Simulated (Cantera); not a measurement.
**Premixed flame**

A freely propagating, adiabatic, planar premixed flame of 14.1 % H2, 11.9 % O2, 58.5 % N2, 15.5 % H2O, equivalence ratio 0.59, unburnt at 325 K and 11000 Pa; mixture-averaged transport, grid criteria slope 0.08 and curve 0.16, no radiation.

Detailed kinetics in Cantera: the H2/O2 subset of GRI-Mech 3.0, which has no nitrogen chemistry. Burning velocities carry a grid error of a few per cent, more on coarse grids. Lean hydrogen flames are cellular in practice and burn faster than this planar one.

```
z (mm)  T (K)  u (m/s)      x H2    x O2  x H2O      x OH   x H2O2       x O
------  -----  -------  --------  ------  -----  --------  -------  --------
-21.4     325    0.292     0.140   0.120  0.155     <1e-8    <1e-8     <1e-8
-14.3     325    0.291     0.136   0.120  0.156     <1e-8  6.98e-8     <1e-8
-10.7     328    0.291     0.130   0.121  0.157     <1e-8  5.07e-7     <1e-8
-7.13     340    0.298     0.116   0.122  0.161     <1e-8  4.08e-6     <1e-8
-3.56     484    0.413    0.0792   0.119  0.185   1.83e-5  3.40e-5   2.95e-6
-1.78     718    0.605    0.0530   0.106  0.218  0.000152  1.23e-5   8.00e-5
0         951    0.798    0.0287  0.0862  0.257  0.000456  1.46e-6  0.000683
1.78     1106    0.927    0.0127  0.0698  0.284   0.00120  1.42e-6   0.00143
3.56     1194    1.000   0.00631  0.0622  0.297   0.00180  1.61e-6   0.00153
7.13     1274     1.07   0.00308  0.0582  0.305   0.00197  1.15e-6   0.00107
14.3     1324     1.11   0.00134  0.0566  0.310   0.00149  5.89e-7  0.000471
28.5     1345     1.12  0.000410  0.0562  0.312  0.000858  2.59e-7  0.000142
57.0     1351     1.13   9.84e-5  0.0561  0.313  0.000431  9.75e-8   3.44e-5
```
x: mole fraction of selected species; z is measured from the peak of heat release.

```yaml
laminar_burning_velocity: 29.2 cm/s
thermal_thickness: 7.13 mm
peak x(OH): 0.00200
peak x(H2O2): 3.40e-5
peak x(O): 0.00156
grid_points: 105
```
